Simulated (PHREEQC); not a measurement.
**Hard or scaling water: an equilibrium model**

Solution (36 °C): 0.018 mol/kgw MgCl2, 0.014 mol/kgw CO2 and 0.017 mol/kgw MgSO4. Closed to the air; pH follows from the charge balance.

All values are PHREEQC results (Pitzer model, pitzer.dat), not measurements.

Precipitation was switched off in this run.

Predict the pH, osmotic coefficient.

pH 4.15; osmotic coefficient 0.815.

At this temperature some constants are extrapolated from 25 °C, and those without enthalpy data are left unchanged.
